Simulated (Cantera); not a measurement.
Input: 1 mol Ca(OH)2, 0.036 mol H2O, at 650 K and 100 Torr.

Cantera equilibrium calculation (NASA polynomials, part measured and part estimated; ideal gas, pure solids and liquids). Candidate condensed phases: Ca, CaO, Ca(OH)2, H2O; 14 gas species. The numbers say what is thermodynamically allowed, not how fast it happens.

Base state: H2O 1.00 (mole fractions); condensed: Ca(OH)2(s).

Task: What changes in the equilibrium state with this change: temperature from 650 K to 1898 K?

Result: 
```
species          before     after
---------------  ------  --------
H2O                1.00     0.988
H2                <1e-9   0.00658
O2                <1e-9   0.00278
Ca(OH)2           <1e-9   4.36e-5
OH                <1e-9   0.00213
H                 <1e-9  0.000174
Ca(OH)2(s), mol    1.00         0
CaO(s), mol           0     1.000
```
